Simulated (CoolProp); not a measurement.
Vapour-liquid equilibrium of benzene (1) + n-octane (2) at 1.11 MPa; x and y are mole fractions of (1).

Model: multi-fluid Helmholtz-energy mixture model, Thol 2012 and Beckmüller 2019; pair parameters Bell 2016, in CoolProp.

**Question.** Give the bubble temperature and the first vapour's composition at x = 0.2, 0.65, 0.8. Is there an azeotrope?

**Answer.** x = 0.2: 498.1 K, y = 0.329; x = 0.65: 471.2 K, y = 0.790; x = 0.8: 464.8 K, y = 0.887. No azeotrope shows between x = 0.05 and 0.95.

The pair parameters rest on a limited set of measurements; away from them the model extrapolates. The gap from Raoult's law changes sign with composition, which may be real or a fault of the pair parameters; it wasn't checked against measurements.
